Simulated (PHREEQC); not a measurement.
Consider water at 25 °C with 0.017 mol/kgw HF, 0.0059 mol/kgw CaCl2 and 0.075 mol/kgw KCl. Closed to the air; pH follows from the charge balance.

The numbers come from PHREEQC with the ion-association model, wateq4f.dat.

Q: The ionic strength comes out as 0.0963 mol/kgw. What activity coefficients do HF2-, Cl-, CaF+, F-, Ca+2 get?

A: HF2- 0.76, Cl- 0.77, CaF+ 0.79, F- 0.76, Ca+2 0.40.

Precipitation was switched off in this run. Saturation is exceeded, for instance for Fluorite; the values hold only as long as no solid forms.
